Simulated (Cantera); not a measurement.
What does this Cantera script print?

```python
import numpy as np
import cantera as ct

gas = ct.Solution("h2o2.yaml")
gas.TPX = 1000, 260000, {'H2': 1, 'O2': 1.52, 'N2': 5.7}
reactor = ct.IdealGasReactor(gas, energy="on", clone=False)
net = ct.ReactorNet([reactor])
net.rtol, net.atol = 1e-08, 1e-16
show = ['H2', 'O2', 'O', 'OH', 'H2O2', 'H2O', 'HO2']
times = np.geomspace(1e-06, 0.4, 12)

steps = ct.SolutionArray(gas, extra=["t"])
rows = []
print(f"{'t/s':>10s}{'T/K':>9s}{'P/Pa':>11s}" + "".join(f"{s:>11s}" for s in show))
for t in times:
    while net.time < t:
        t_next = net.step()
        steps.append(gas.state, t=t_next)
    rows.append([np.interp(t, steps.t, y) for y in (steps.T, steps.P, *steps(*show).X.T)])
    print(f"{t:10.3e}{rows[-1][0]:9.1f}{rows[-1][1]:11.4g}" + "".join(f"{x:11.3e}" for x in rows[-1][2:]))
rate = np.gradient(steps.T, steps.t)
print("integrator steps:", len(steps.t))
if steps.T.max() > steps.T[0] + 200:
    print(f"time of steepest temperature rise: {steps.t[rate.argmax()]:.4e} s")
gas.TPX = 1000, 260000, {'H2': 1, 'O2': 1.52, 'N2': 5.7}
gas.equilibrate("UV")
print(f"equilibrium (UV): T = {gas.T:.1f} K  " + "  ".join(f"{s} {gas[s].X[0]:.3e}" for s in show))
```

Output:

```
       t/s      T/K       P/Pa         H2         O2          O         OH       H2O2        H2O        HO2
 1.000e-06   1000.0    2.6e+05  1.217e-01  1.849e-01  3.440e-12  1.749e-12  6.442e-15  3.774e-12  5.715e-11
 3.231e-06   1000.0    2.6e+05  1.217e-01  1.849e-01  1.527e-11  5.557e-12  8.578e-14  4.553e-11  2.455e-10
 1.044e-05   1000.0    2.6e+05  1.217e-01  1.849e-01  3.491e-11  1.138e-11  1.238e-12  3.688e-10  1.119e-09
 3.372e-05   1000.0    2.6e+05  1.217e-01  1.849e-01  4.343e-11  1.393e-11  1.724e-11  1.899e-09  4.603e-09
 1.089e-04   1000.0    2.6e+05  1.217e-01  1.849e-01  4.657e-11  1.496e-11  2.069e-10  7.286e-09  1.638e-08
 3.519e-04   1000.0    2.6e+05  1.217e-01  1.849e-01  5.780e-11  1.880e-11  2.300e-09  2.750e-08  5.720e-08
 1.137e-03   1000.0    2.6e+05  1.217e-01  1.849e-01  1.143e-10  3.970e-11  2.665e-08  1.366e-07  2.313e-07
 3.672e-03   1000.0    2.6e+05  1.217e-01  1.849e-01  8.380e-10  3.332e-10  5.397e-07  1.919e-06  1.995e-06
 1.186e-02   1009.5  2.623e+05  1.207e-01  1.843e-01  2.106e-07  1.311e-07  2.031e-04  8.468e-04  6.725e-05
 3.833e-02   2098.1  5.127e+05  9.199e-05  1.314e-01  2.209e-04  2.170e-03  2.666e-07  1.283e-01  4.955e-06
 1.238e-01   2098.1  5.127e+05  9.199e-05  1.314e-01  2.209e-04  2.170e-03  2.666e-07  1.283e-01  4.955e-06
 4.000e-01   2098.1  5.127e+05  9.199e-05  1.314e-01  2.209e-04  2.170e-03  2.666e-07  1.283e-01  4.955e-06
integrator steps: 1371
time of steepest temperature rise: 1.3132e-02 s
equilibrium (UV): T = 2098.1 K  H2 9.199e-05  O2 1.314e-01  O 2.209e-04  OH 2.170e-03  H2O2 2.666e-07  H2O 1.283e-01  HO2 4.955e-06
```

Cantera simulation using the H2/O2 subset of GRI-Mech 3.0, which has no nitrogen chemistry; the numbers are that mechanism's predictions, not measurements. The hydrogen kinetics of GRI-Mech 3.0 are dated; newer H2 mechanisms differ, most at raised pressure.
